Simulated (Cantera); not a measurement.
Charge: 1 mol Si, 3.1 mol HBr.

These are equilibrium values from Cantera (NASA tables, ideal gas, pure condensed phases), not measurements of a reactor. Candidate condensed phases: Br2, Si; 19 gas species. The tables' values for SiBr3 are old estimates. Equilibrium is a limit: real reactors are often held back by kinetics, nucleation or transport.

Question: What condenses at these points (T in K, P in Pa): (1373, 1300); (1273, 1); (1073, 24000); (1173, 100000); (1673, 5600)?

Answer: 
```json
[
 {"T (K)": "1373", "P in Pa": "1300", "condensed phases": "gas only", "Si condensed (%)": "0.0"},
 {"T (K)": "1273", "P in Pa": "1", "condensed phases": "gas only", "Si condensed (%)": "0.0"},
 {"T (K)": "1073", "P in Pa": "24000", "condensed phases": "Si", "Si condensed (%)": "23.4"},
 {"T (K)": "1173", "P in Pa": "100000", "condensed phases": "Si", "Si condensed (%)": "22.6"},
 {"T (K)": "1673", "P in Pa": "5600", "condensed phases": "gas only", "Si condensed (%)": "0.0"}
]
```
